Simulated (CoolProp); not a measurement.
Saturation properties of octamethyltrisiloxane (MDM) (Tc = 565.4 K, pc = 1.438 MPa, ω = 0.528).

Computed with CoolProp (reference Helmholtz-energy equation of state, Thol 2017).

```
T (K)   p (MPa)  liquid density (kg/m³)  vapour density (kg/m³)  enthalpy of vaporisation (kJ/kg)  surface tension (mN/m)
-----  --------  ----------------------  ----------------------  --------------------------------  ----------------------
315.3  0.001420                   797.9                  0.1285                             197.6                    15.0
330.7  0.003230                   782.1                  0.2794                             191.6                    13.7
346.1  0.006688                   766.0                  0.5552                             185.6                    12.4
361.5   0.01279                   749.5                   1.023                             179.5                    11.1
376.9   0.02285                   732.6                   1.769                             173.4                    9.92
392.3   0.03852                   715.2                   2.900                             167.0                    8.75
407.7   0.06174                   697.1                   4.545                             160.5                    7.62
423.1   0.09479                   678.3                   6.859                             153.7                    6.55
438.5    0.1402                   658.6                   10.04                             146.6                    5.53
453.9    0.2007                   637.8                   14.32                             138.9                    4.56
469.3    0.2793                   615.4                   20.02                             130.7                    3.66
484.7    0.3793                   591.2                   27.59                             121.7                    2.82
500.1    0.5044                   564.5                   37.72                             111.6                    2.06
515.6    0.6598                   533.8                   51.68                             99.90                    1.37
531      0.8487                   497.4                   71.61                             85.76                   0.783
```

It boils at 425.6 K under 1 atm.

Surface tension comes from a separate correlation (Mulero 2014), older than this fluid's equation and unchecked against measurements.
